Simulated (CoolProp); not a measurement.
A Linde-Hampson liquefier for nitrogen: isothermal reversible compression at 290 K from 1 atm to 20 MPa, throttling to 1 atm, return gas leaving the recuperator 0 K below the feed. Each further row changes one setting.

Values from CoolProp's reference Helmholtz-energy equation of state, Span 2000.

```json
[
 {"case": "as stated", "liquid yield per pass": "0.082", "compression work (kJ/kg of gas)": "455"},
 {"case": "high pressure 40 MPa", "liquid yield per pass": "0.102", "compression work (kJ/kg of gas)": "522"},
 {"case": "warm-end temperature 320 K", "liquid yield per pass": "0.060", "compression work (kJ/kg of gas)": "505"},
 {"case": "warm-end gap 5 K", "liquid yield per pass": "0.071", "compression work (kJ/kg of gas)": "455"}
]
```
